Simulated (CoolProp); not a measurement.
Vapour-liquid equilibrium of benzene (1) + octamethylcyclotetrasiloxane (D4) (2) at 329.3 K; x and y are mole fractions of (1).

Model: multi-fluid Helmholtz-energy mixture model, Thol 2012 and Thol 2015; pair parameters Bell 2016, in CoolProp.

Problem. Give the bubble pressure and the first vapour's composition at x = 0.05, 0.35, 0.5. Is there an azeotrope?

Solution. x = 0.05: 0.003034 MPa, y = 0.676; x = 0.35: 0.01741 MPa, y = 0.961; x = 0.5: 0.02399 MPa, y = 0.978. No azeotrope shows between x = 0.05 and 0.95.

The pair parameters rest on a limited set of measurements; away from them the model extrapolates. The gap from Raoult's law changes sign with composition, which may be real or a fault of the pair parameters; it wasn't checked against measurements.
